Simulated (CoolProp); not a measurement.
Vapour-liquid equilibrium of hexamethyldisiloxane (MM) (1) + toluene (2) at 0.000815 MPa; x and y are mole fractions of (1).

Model: multi-fluid Helmholtz-energy mixture model, Thol 2016 and Lemmon 2006; pair parameters Bell 2016, in CoolProp.

Problem. Give the bubble temperature and the first vapour's composition at x = 0.2, 0.65, 0.875. Is there an azeotrope?

Solution. x = 0.2: 268.6 K, y = 0.328; x = 0.65: 265.7 K, y = 0.713; x = 0.875: 265.3 K, y = 0.880. y crosses x between x = 0.875 and 0.95: the model has an azeotrope there.

The pair parameters rest on a limited set of measurements; away from them the model extrapolates.
